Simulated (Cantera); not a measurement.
Standard-state values (1 bar) from the NASA 1993 polynomials, evaluated with Cantera. Values are per mole of reaction as written; species without (g) are pure solids or liquids, kept so even where they would boil at 1 bar.

PbI₂(g) = Pb(g) + I₂

| T (K) | ΔH° (kJ) | ΔS° (J/K) | ΔG° (kJ) | log10 K |
|---|---|---|---|---|
| 423 | 217.4 | -18.4 | 225.2 | -27.81 |
| 473 | [?] | [?] | [?] | [?] |
| 523 | [?] | [?] | [?] | [?] |
| 573 | [?] | [?] | [?] | [?] |

Q: What belongs in the gaps?

A: 
- 473, ΔH° (kJ): 219.5
- 473, ΔS° (J/K): -13.7
- 473, ΔG° (kJ): 226.0
- 473, log10 K: -24.96
- 523, ΔH° (kJ): 221.6
- 523, ΔS° (J/K): -9.5
- 523, ΔG° (kJ): 226.6
- 523, log10 K: -22.63
- 573, ΔH° (kJ): 223.8
- 573, ΔS° (J/K): -5.6
- 573, ΔG° (kJ): 227.0
- 573, log10 K: -20.69
